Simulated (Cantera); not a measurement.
**Ignition delay**

Mixture: 10.3 % CO, 7.13 % H₂, 0.506 % CH₄, 15.7 % O₂, 59.1 % N₂, 7.23 % H₂O, at 0.600 bar, adiabatic and at constant volume. Ignition delay is the time to a rise of 400 K.

Model: GRI-Mech 3.0 (53 species, 325 reactions), integrated in Cantera. Below about 1000 K GRI-Mech 3.0 lacks low-temperature oxidation paths. Where the delays flatten at high temperature, the 400 K rule measures the pace of heat release, not the induction time.

```tsv
T0 (K)	delay (ms)
998	0.985
1098	0.258
1198	0.135
1298	0.0900
1398	0.0691
1498	0.0590
1598	0.0550
1698	0.0552
```
